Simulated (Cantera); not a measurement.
Cantera run:

```python
import numpy as np
import cantera as ct

gas_names = """
    C CO COS CO2 CS CS2 C2 C2O C3 C3O2 C4 C5 Fe FeC5O5 FeO O O2 O3 S SO SO2 SO3 S2 S2O S8
""".split()
cond_names = """
    C(gr) Fe(a) Fe(c) Fe(d) Fe(L) FeC5O5(L) FeO(s) FeO(L) FeS(a) FeS(b) FeS(c) FeS(L) FeSO4(s) FeS2(s)
    Fe2O3(s) Fe2S3O12(s) Fe3O4(s) S(cr1) S(cr2) S(L)
""".split()


def load(file, names, dense=False):
    # The tables refer to 1 bar. Condensed volumes are neglected.
    table = {s.name: s for s in ct.Species.list_from_file(file)}
    out = []
    for n in names:
        d = dict(table[n].input_data)
        d["thermo"] = dict(d["thermo"], **{"reference-pressure": 1e5})
        if dense:
            d["equation-of-state"] = {"model": "constant-volume", "density": "1e6 g/cm^3"}
        out.append(ct.Species.from_dict(d))
    return out


gas = ct.Solution(thermo="ideal-gas", species=load("nasa_gas.yaml", gas_names))
cond = {s.name: ct.Solution(thermo="fixed-stoichiometry", species=[s], name=s.name)
        for s in load("nasa_condensed.yaml", cond_names, dense=True)}
atoms = {
    'FeS2': {'Fe': 1, 'S': 2},
    'SO3': {'S': 1, 'O': 3},
    'CO2': {'C': 1, 'O': 2},
}
top_T = {'C(gr)': 4500, 'FeSO4(s)': 950, 'FeS2(s)': 1010, 'Fe2O3(s)': 1830, 'Fe2S3O12(s)': 1100, 'Fe3O4(s)': 1870}  # K; cautious upper limits of use, not melting points


def equilibrate(T, P, feed):
    n = {}
    for name, mol in feed.items():
        for a, k in atoms[name].items():
            n[a] = n.get(a, 0.0) + k * mol
    gas.TPX = T, P, n
    mass = sum(n.values()) * gas.mean_molecular_weight
    gas.equilibrate("TP")
    valid = [c for c in cond.values() if c.min_temp <= T <= top_T.get(c.name, c.max_temp)]
    mix = ct.Mixture([(gas, mass / gas.mean_molecular_weight)] + [(c, 0.0) for c in valid])
    mix.T, mix.P = T, P
    mix.equilibrate("TP", solver="vcs", rtol=1e-11, max_steps=5000)
    return mix


results = []
feed = {'FeS2': 1, 'SO3': 1.2, 'CO2': 0.072}  # mol
P = 1600  # Pa
for T in [700, 750, 800, 850, 900, 950, 1000, 1050, 1100, 1150, 1200, 1250, 1300, 1350]:
    mix = equilibrate(T, P, feed)
    results.append((T, P, feed, dict(zip(mix.species_names, mix.species_moles))))

top = {s: max(r[3][s] / sum(r[3][g] for g in gas_names) for r in results) for s in gas_names}
cols = sorted((s for s in top if top[s] > 0.0001), key=lambda s: -top[s])[:6]
seen = [c for c in cond_names if any(r[3].get(c, 0) > 1e-12 for r in results)]
print("log10 of partial pressures in bar; condensed amounts in mol")
print(f"{'T/K':>10s}" + "".join(f"{s[:9]:>10s}" for s in cols + seen))
for T, P, feed, n in results:
    ng = sum(n[g] for g in gas_names)
    print(f"{T:10.4g}" + "".join(f"{np.log10(max(n[s] / ng * P / 1e5, 1e-99)):10.3f}" for s in cols)
          + "".join(f"{n.get(c, 0):10.4g}" for c in seen))
```

Output:

```
log10 of partial pressures in bar; condensed amounts in mol
       T/K       SO2        S2       CO2       S2O        SO        CO    FeO(s)    FeS(c)   FeS2(s)  Fe3O4(s)
       700    -1.815    -4.932    -3.175    -5.752    -9.045    -8.467         0         0    0.7739   0.07535
       750    -1.816    -4.293    -3.175    -5.293    -8.280    -7.798         0         0    0.7706   0.07648
       800    -1.820    -3.732    -3.177    -4.892    -7.613    -7.212         0         0    0.7592   0.08028
       850    -1.849    -2.916    -3.246    -4.310    -6.956    -6.670         0    0.9173   0.08273         0
       900    -1.857    -2.823    -3.255    -4.258    -6.521    -6.303         0         1         0         0
       950    -1.857    -2.823    -3.256    -4.270    -6.150    -5.992         0         1         0         0
      1000    -1.857    -2.822    -3.256    -4.280    -5.815    -5.712         0         1         0         0
      1050    -1.857    -2.822    -3.258    -4.290    -5.513    -5.461         0         1         0         0
      1100    -1.858    -2.823    -3.260    -4.299    -5.238    -5.233         0         1         0         0
      1150    -1.858    -2.823    -3.262    -4.307    -4.987    -5.027         0         1         0         0
      1200    -1.866    -2.757    -3.269    -4.269    -4.745    -4.821         0    0.9598         0   0.01338
      1250    -1.875    -2.696    -3.277    -4.234    -4.522    -4.634         0    0.9156         0   0.02812
      1300    -1.892    -2.601    -3.294    -4.177    -4.312    -4.457    0.1888    0.8112         0         0
      1350    -1.919    -2.486    -3.317    -4.110    -4.116    -4.288    0.3371    0.6629         0         0
```

Equilibrium computed with Cantera from the NASA thermochemical tables; the gas is ideal and each condensed phase is pure. Metal and sulfide melt together well below either melting point, which pure phases cannot show. Mutual solubility and eutectic melting of coexisting phases are not modelled. The tables' stoichiometric FeO is somewhat more stable than real wüstite, so its field is too wide. FeO, FeS: taken at fixed stoichiometry. Gases not in the tables: S3 to S7.
